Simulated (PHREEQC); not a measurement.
Brine (model solution)

Solution (20 °C): 4.9 mol/kgw HCl and 0.013 mol/kgw NaHCO3. Closed to the air; pH follows from the charge balance.

Computed with PHREEQC (Pitzer model, pitzer.dat).

pH: -1.66
ionic strength: 4.90 mol/kgw
activity of water: 0.744
density: 1.073 g/cm³
osmotic coefficient: 1.669
total alkalinity: -4890 meq/kg

| species | molality | activity | log γ |
|---|---|---|---|
| Cl- | 4.90 | 2.86 | -0.234 |
| H+ | 4.89 | 46.0 | 0.974 |
| CO2 | 0.0130 | 0.0124 | -0.020 |
| Na+ | 0.0130 | 0.0561 | 0.635 |

Precipitation was switched off in this run. In brines, pH and single-ion activities rest on the MacInnes convention.
